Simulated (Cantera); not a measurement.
Hydrocarbon pyrolysis for carbon deposition

An isothermal, constant-pressure homogeneous reactor starts with CH₄ : H₂ : H₂O = 1 : 1.3 : 0.03 (molar parts), at 1950 K and 1.00 bar.

Cantera simulation using GRI-Mech 3.0 (53 species, 325 reactions); the numbers are that mechanism's predictions, not measurements. GRI-Mech 3.0 stops at C3 and has no aromatics, soot or wall deposition, so with more carbon than oxygen in the feed, carbon stays in small species such as C2H2 where larger ones or solid carbon would form.

```csv
t (s),x CH₄,x H₂,x CH₃,x C₂H₆,x H,x C₂H₂
2.00e-6,0.428,0.558,0.000844,2.28e-6,6.46e-5,4.30e-9
6.37e-6,0.426,0.559,0.00257,5.84e-5,0.000182,8.88e-7
2.03e-5,0.416,0.562,0.00625,0.000645,0.000451,0.000147
6.47e-5,0.372,0.588,0.00791,0.00116,0.000665,0.00693
0.000206,0.271,0.657,0.00585,0.000626,0.000741,0.0446
0.000658,0.148,0.740,0.00333,0.000195,0.000854,0.0939
0.00210,0.0612,0.799,0.00145,3.57e-5,0.000961,0.127
0.00668,0.0216,0.826,0.000533,4.86e-6,0.00103,0.140
0.0213,0.00917,0.836,0.000229,1.05e-6,0.00105,0.143
0.0678,0.00655,0.840,0.000164,6.30e-7,0.00106,0.142
0.216,0.00601,0.842,0.000150,5.61e-7,0.00106,0.141
0.689,0.00600,0.842,0.000150,5.59e-7,0.00106,0.141
2.20,0.00600,0.842,0.000150,5.59e-7,0.00106,0.141
7.00,0.00600,0.842,0.000150,5.59e-7,0.00106,0.141
```
x: mole fraction; the columns are a selection and need not sum to one.

Equilibrium at this temperature and pressure: CH₄ 0.00600, H₂ 0.842, CH₃ 0.000150, C₂H₆ 5.59e-7, H 0.00106, C₂H₂ 0.141 (gas phase only).
